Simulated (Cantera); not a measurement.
Input (Python, Cantera):

```python
import numpy as np
import cantera as ct

gas = ct.Solution("gri30.yaml")
gas.TPX = 1275, 60, {'C2H4': 1, 'H2': 1.7}
reactor = ct.IdealGasConstPressureReactor(gas, energy="off", clone=False)
net = ct.ReactorNet([reactor])
net.rtol, net.atol = 1e-08, 1e-18
show = ['C2H4', 'H2', 'H', 'CH4', 'C2H', 'CH3']
times = np.geomspace(8e-06, 80, 13)

steps = ct.SolutionArray(gas, extra=["t"])
rows = []
print(f"{'t/s':>10s}{'T/K':>9s}{'P/Pa':>11s}" + "".join(f"{s:>11s}" for s in show))
for t in times:
    while net.time < t:
        t_next = net.step()
        steps.append(gas.state, t=t_next)
    rows.append([np.interp(t, steps.t, y) for y in (steps.T, steps.P, *steps(*show).X.T)])
    print(f"{t:10.3e}{rows[-1][0]:9.1f}{rows[-1][1]:11.4g}" + "".join(f"{x:11.3e}" for x in rows[-1][2:]))
rate = np.gradient(steps.T, steps.t)
print("integrator steps:", len(steps.t))
if steps.T.max() > steps.T[0] + 200:
    print(f"time of steepest temperature rise: {steps.t[rate.argmax()]:.4e} s")
gas.TPX = 1275, 60, {'C2H4': 1, 'H2': 1.7}
gas.equilibrate("TP")
print(f"equilibrium (TP): T = {gas.T:.1f} K  " + "  ".join(f"{s} {gas[s].X[0]:.3e}" for s in show))
```

Result:

```
       t/s      T/K       P/Pa       C2H4         H2          H        CH4        C2H        CH3
 8.000e-06   1275.0         60  3.704e-01  6.296e-01  3.769e-13  4.165e-22  6.613e-25  9.796e-22
 3.065e-05   1275.0         60  3.704e-01  6.296e-01  1.430e-12  5.636e-21  1.055e-23  1.440e-20
 1.174e-04   1275.0         60  3.704e-01  6.296e-01  5.291e-12  8.207e-20  1.855e-22  2.783e-19
 4.499e-04   1275.0         60  3.704e-01  6.296e-01  1.840e-11  1.298e-18  2.721e-21  7.805e-18
 1.724e-03   1275.0         60  3.704e-01  6.296e-01  6.293e-11  4.041e-17  3.620e-20  2.795e-16
 6.603e-03   1275.0         60  3.704e-01  6.296e-01  2.463e-10  3.378e-15  5.452e-19  8.101e-15
 2.530e-02   1275.0         60  3.704e-01  6.296e-01  9.896e-10  1.853e-13  8.407e-18  9.487e-14
 9.692e-02   1275.0         60  3.703e-01  6.297e-01  3.849e-09  4.498e-12  1.254e-16  5.089e-13
 3.713e-01   1275.0         60  3.701e-01  6.297e-01  1.485e-08  8.506e-11  1.861e-15  2.509e-12
 1.423e+00   1275.0         60  3.692e-01  6.299e-01  5.758e-08  1.881e-09  2.804e-14  1.596e-11
 5.450e+00   1275.0         60  3.657e-01  6.309e-01  2.292e-07  5.763e-08  4.501e-13  1.396e-10
 2.088e+01   1275.0         60  3.493e-01  6.353e-01  7.692e-07  1.786e-06  6.752e-12  1.032e-09
 8.000e+01   1275.0         60  2.811e-01  6.537e-01  1.194e-06  1.929e-05  4.309e-11  2.288e-09
integrator steps: 299
equilibrium (TP): T = 1275.0 K  C2H4 4.686e-04  H2 7.274e-01  H 2.584e-05  CH4 2.853e-03  C2H 3.468e-09  CH3 1.977e-06
```

Detailed kinetics in Cantera: GRI-Mech 3.0 (53 species, 325 reactions). GRI-Mech 3.0 was tuned for natural gas; its chemistry of ethylene as a main component is partial and can be far from experiment. GRI-Mech 3.0 stops at C3 and has no aromatics, soot or wall deposition, so with more carbon than oxygen in the feed, carbon stays in small species such as C2H2 where larger ones or solid carbon would form. Radical loss at walls, strong at low pressure, is not modelled.
